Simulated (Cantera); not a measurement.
Charge: 1 mol TEOS, 0.15 mol O₃, 20 mol H₂, at 848.15 K and 0.00170 bar.

These are equilibrium values from Cantera (NASA tables, ideal gas, pure condensed phases), not measurements of a reactor. Candidate condensed phases: C, C₆H₆, C₇H₈, C₈H₁₈, H₂O, Si, SiC, SiO₂; 123 gas species. The feed counts by its element totals alone. Kinetics and transport are ignored.

Base state: H₂ 0.924, CO 0.0744, CH₄ 0.000927, H₂O 0.000859, CO₂ 0.000214 (mole fractions); condensed: C(graphite) + SiO₂(β-quartz).

What changes in the equilibrium state with this change: temperature from 848.15 K to 1750 K?


| species | before | after |
|---|---|---|
| H₂ | 0.924 | 0.866 |
| CO | 0.0744 | 0.128 |
| H | <1e-9 | 0.00525 |
| SiO | <1e-9 | 0.000614 |
| C₂H₂ (acetylene) | <1e-9 | 9.95e-5 |
| CO₂ | 0.000214 | 2.84e-9 |
| Si | <1e-9 | 1.68e-5 |
| H₂O | 0.000859 | 6.95e-8 |
| C(graphite), mol | 5.55 | 2.59 |
| SiO₂(β-quartz), mol | 1.00 | 0 |
| SiC(s), mol | 0 | 0.978 |

What changes in the equilibrium state with this change: H₂ from 20 to 1.7 mol?


```
species                before     after
-------------------  --------  --------
H₂                      0.924     0.827
CO                     0.0744     0.170
H₂O                  0.000859   0.00176
CO₂                  0.000214   0.00111
CH₄                  0.000927  0.000742
C(graphite), mol         5.55      5.58
SiO₂(β-quartz), mol      1.00      1.00
```
